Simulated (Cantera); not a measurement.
A closed system holds: 1 mol MgO, 0.64 mol H2S, a varied amount of CO2, equilibrated at 1152 °C and 1 atm.

Cantera equilibrium calculation (NASA polynomials, part measured and part estimated; ideal gas, pure solids and liquids). Candidate condensed phases: C, C6H6, C7H8, C8H18, H2O, H2SO4, Mg, MgCO3, MgO, Mg(OH)2, MgS, MgSO4, S; 130 gas species. Rates play no part.

**Question.** At 4.1 mol CO2, list the 7 most abundant gas species with their mole fractions, and the condensed phases.

**Answer.** CO2 0.653, CO 0.148, H2O 0.104, S2 0.0415, SO2 0.0242, H2S 0.0113, H2 0.0104. Condensed: MgO(s).
